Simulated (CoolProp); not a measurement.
Saturation properties of carbon monoxide (Tc = 132.9 K, pc = 34.98 bar, ω = 0.050).

The numbers come from the reference Helmholtz-energy equation of state, Lemmon 2006 in CoolProp. It is a short technical equation, of lower accuracy than the large ones.

```
T (K)  p (bar)  liquid density (kg/m³)  liquid cp (kJ/(kg K))
-----  -------  ----------------------  ---------------------
101.7    6.160                   696.2                  2.336
104.5    7.485                   680.6                  2.396
107.3    9.004                   664.1                  2.469
110.2    10.80                   646.2                  2.566
113      12.76                   627.7                  2.685
115.8    14.96                   607.8                  2.843
118.6    17.43                   586.2                  3.060
121.4    20.17                   562.3                  3.377
124.2    23.23                   535.1                  3.889
127      26.61                   502.8                  4.873
```

It boils at 81.6 K under 1 atm.
